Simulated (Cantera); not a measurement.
Mixture: CH4 : O2 : N2 : CO2 = 1 : 1.82 : 6.84 : 1.7 (molar parts), at 5.00 bar, adiabatic and at constant pressure. Ignition delay is the time to a rise of 400 K.

Computed with Cantera and GRI-Mech 3.0 (53 species, 325 reactions).

### Question
Predict: delay at 1050 K; delay at 1100 K; delay at 1150 K; delay at 1200 K; delay at 1250 K; delay at 1300 K; delay at 1350 K; apparent activation energy between 1250 and 1350 K.

### Answer
- delay at 1050 K = 0.102 s
- delay at 1100 K = 49.3 ms
- delay at 1150 K = 25.0 ms
- delay at 1200 K = 13.1 ms
- delay at 1250 K = 7.10 ms
- delay at 1300 K = 3.94 ms
- delay at 1350 K = 2.24 ms
- apparent activation energy between 1250 and 1350 K = 160 kJ/mol
